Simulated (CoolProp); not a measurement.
Properties of C3F8 (R218) along the isobar 101 kPa.

The numbers come from the reference Helmholtz-energy equation of state, Lemmon 2006 in CoolProp. It is a short technical equation, of lower accuracy than the large ones.

| T (K) | phase | density (kg/m³) | Joule-Thomson coefficient (K/MPa) | isothermal compressibility (1/MPa) | expansivity (1/kK) |
|---|---|---|---|---|---|
| 174.9 | liquid | 1835 | -0.4252 | 0.001199 | 1.894 |
| 192.6 | liquid | 1773 | … | 0.001526 | … |
| 210.3 | liquid | 1710 | -0.3515 | 0.001975 | 2.125 |
| 228 | liquid | 1644 | … | … | 2.321 |
| 245.6 | gas | 9.738 | … | 10.40 | 4.879 |
| 263.3 | gas | 8.979 | 20.48 | … | 4.321 |
| 281 | gas | 8.349 | 15.78 | 10.18 | 3.921 |
| 298.6 | gas | 7.814 | 12.63 | 10.12 | 3.612 |
| 316.3 | gas | 7.347 | 10.37 | 10.08 | 3.360 |
| 334 | gas | 6.936 | 8.704 | 10.04 | 3.147 |
| 351.6 | gas | 6.573 | 7.441 | 10.02 | 2.965 |
| 369.3 | gas | 6.246 | 6.448 | 10.00 | 2.805 |
| 387 | gas | 5.951 | 5.656 | 9.985 | 2.664 |
| 404.7 | gas | 5.684 | 5.011 | 9.972 | 2.537 |
| 422.3 | gas | 5.441 | 4.481 | 9.961 | 2.423 |
| 440 | gas | 5.217 | 4.034 | 9.952 | 2.319 |

Question: Some entries are withheld; supply them.

Answer: 
- 192.6, Joule-Thomson coefficient (K/MPa): -0.3923
- 192.6, expansivity (1/kK): 1.987
- 228, Joule-Thomson coefficient (K/MPa): -0.2993
- 228, isothermal compressibility (1/MPa): 0.002620
- 245.6, Joule-Thomson coefficient (K/MPa): 27.95
- 263.3, isothermal compressibility (1/MPa): 10.26
